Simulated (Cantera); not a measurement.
Charge: 1 mol CH3SiCl3, 190 mol H2, equilibrated at 1375 °C and 1.73 Torr.

Method: chemical equilibrium by Gibbs-energy minimisation in Cantera with the NASA 1993 tables (ideal gas, pure condensed phases). Candidate condensed phases: C, C6H6, C7H8, C8H18, Si, SiC; 109 gas species. The feed counts by its element totals alone. Rates play no part.

Base state: H2 0.983, HCl 0.0155, H 0.00184, Cl 2.28e-5, SiCl2 2.09e-5, C2H2 (acetylene) 1.15e-5 (mole fractions); condensed: SiC(s).

Task: What changes in the equilibrium state with this change: CH3SiCl3 replaced by CH3SiH3?

Result: 
| species | before | after |
|---|---|---|
| H2 | 0.983 | 0.998 |
| H | 0.00184 | 0.00186 |
| C2H2 (acetylene) | 1.15e-5 | 2.82e-6 |
| HCl | 0.0155 | 0 |
| Cl | 2.28e-5 | 0 |
| SiCl2 | 2.09e-5 | 0 |
| SiC(s), mol | 0.995 | 0.999 |

Task: What changes in the equilibrium state with this change: temperature from 1375 °C to 1102 °C?

Result: 
```
species            before    after
----------------  -------  -------
H2                  0.983    0.984
HCl                0.0155   0.0155
H                 0.00184  7.09e-5
SiCl2             2.09e-5  6.20e-6
C2H2 (acetylene)  1.15e-5  4.15e-7
Cl                2.28e-5  9.26e-7
SiC(s), mol         0.995    0.999
```

Task: What changes in the equilibrium state with this change: H2 from 190 to 6.4 mol?

Result: 
```
species            before     after
----------------  -------  --------
H2                  0.983     0.686
HCl                0.0155     0.306
SiCl2             2.09e-5   0.00598
SiCl3             1.64e-8  0.000111
Cl                2.28e-5  0.000539
C2H2 (acetylene)  1.15e-5   3.07e-5
SiC(s), mol         0.995     0.943
C(graphite), mol        0    0.0569
```
The tables' values for SiCl3 are old estimates; treat these amounts as uncertain.
